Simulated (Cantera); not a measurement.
# Thermodynamics of boron, boron nitride and boron oxide, feed BF3 + N2 + H2

A closed system holds: 1 mol BF3, 8.8 mol N2, 61 mol H2, equilibrated at 75.0 Torr.

Equilibrium computed with Cantera from the NASA thermochemical tables; the gas is ideal and each condensed phase is pure. Candidate condensed phases: B, BN; 31 gas species. N2 is the only nitrogen source here; it is nearly inert below about 1500 K, so the nitride shown seldom forms there in practice. The tables' values for BF2 are old estimates; treat these amounts as uncertain. Kinetics and transport are ignored.

From 975 K to 1775 K the condensed part is BN(s). The main B-bearing gas is BF3 throughout. The share of B in condensed phases is highest at 1675 K (32.9 %) and lowest at 975 K (14.3 %).

| T (K) | log p H2 | log p N2 | log p HF | log p BF3 | log p BF2 | log p BHF2 | log p H | log p BF | n BN(s) |
|---|---|---|---|---|---|---|---|---|---|
| 975 | -1.07 | -1.91 | -3.22 | -2.92 | -9.57 | -6.19 | -9.47 | <-13 | 0.143 |
| 1075 | -1.07 | -1.91 | -3.12 | -2.94 | -8.34 | -5.69 | -8.37 | -12.34 | 0.180 |
| 1175 | -1.07 | -1.91 | -3.04 | -2.96 | -7.33 | -5.29 | -7.45 | -10.58 | 0.216 |
| 1275 | -1.07 | -1.91 | -2.97 | -2.98 | -6.48 | -4.95 | -6.67 | -9.10 | 0.251 |
| 1375 | -1.07 | -1.91 | -2.91 | -3.00 | -5.75 | -4.66 | -6.00 | -7.84 | 0.283 |
| 1475 | -1.07 | -1.91 | -2.87 | -3.03 | -5.13 | -4.42 | -5.42 | -6.76 | 0.310 |
| 1575 | -1.07 | -1.91 | -2.83 | -3.06 | -4.60 | -4.22 | -4.92 | -5.82 | 0.328 |
| 1675 | -1.07 | -1.91 | -2.80 | -3.11 | -4.15 | -4.05 | -4.47 | -5.00 | 0.329 |
| 1775 | -1.07 | -1.91 | -2.79 | -3.18 | -3.76 | -3.92 | -4.07 | -4.28 | 0.290 |
log p: log10 of the partial pressure in bar; n: condensed amount in mol.
